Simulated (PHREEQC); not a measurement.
Make-up at 25 °C: 0.028 mol/kgw NH4Cl and 0.013 mol/kgw KOH. Closed to the air; pH follows from the charge balance.

Equilibrium calculation in PHREEQC: ion-association model, phreeqc.dat.

| quantity | before | after |
|---|---|---|
| pH | 9.26 | 9.41 |
| ionic strength (mol/kgw) | 0.0280 | 0.0280 |

### Question
Which change was made?
(A) temperature from 25 to 60 °C
(B) KOH left out
(C) temperature from 25 to 20 °C
(D) NH4Cl left out
(E) KOH from 0.013 to 0.026 mol/kgw

### Answer
C, temperature from 25 to 20 °C

Precipitation was switched off in this run.
